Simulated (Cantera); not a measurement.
Ignition delay

Mixture: CH4 : CO : O2 : N2 = 1 : 0.23 : 3.65 : 13.7 (molar parts), equivalence ratio 0.58, at 2.40 bar, adiabatic and at constant volume. Ignition delay is the time to a rise of 400 K.

Computed with Cantera and GRI-Mech 3.0 (53 species, 325 reactions).

```tsv
T0 (K)	delay (ms)
1175	23.7
1275	5.95
1375	1.74
1475	0.594
1575	0.235
1675	0.107
1775	0.0546
```

```yaml
apparent activation energy between 1575 and 1775 K: 170 kJ/mol
```
